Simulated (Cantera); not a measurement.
# Transport properties of process gases

Gas mixture: 20.1 % N₂, 24.7 % CH₃OH, 32.6 % C₂H₆, 22.6 % C₂H₄, at 0.000160 bar, frozen composition.

Cantera's kinetic-theory transport with the Lennard-Jones parameters of GRI-Mech 3.0, ideal gas; thermal conductivity in the multicomponent form. Polar gases are described roughly by these parameters. The composition is frozen, though it would react at the higher temperatures.

| T (K) | ρ (kg/m³) | cp (J/kg/K) | μ (µPa s) | λ (mW/m/K) | Pr | D (cm²/s) O | D (cm²/s) OH | D (cm²/s) H₂ |
|---|---|---|---|---|---|---|---|---|
| 400 | 0.000143 | 1742 | 14.2 | 32.7 | 0.757 | 2690 | 2640 | 6610 |
| 600 | 9.52e-5 | 2286 | 20.3 | 60.7 | 0.763 | 5480 | 5370 | 13200 |
| 800 | 7.14e-5 | 2701 | 25.5 | 90.1 | 0.766 | 8970 | 8800 | 21500 |
| 1000 | 5.71e-5 | 3032 | 30.3 | 120 | 0.767 | 13100 | 12800 | 31200 |
| 1200 | 4.76e-5 | 3280 | 34.6 | 148 | 0.768 | 17800 | 17400 | 42300 |
| 1400 | 4.08e-5 | 3474 | 38.6 | 175 | 0.768 | 23000 | 22600 | 54600 |
| 1600 | 3.57e-5 | 3624 | 42.3 | 200 | 0.767 | 28700 | 28200 | 68100 |
D: mixture-averaged diffusion coefficient of that species in the mixture.
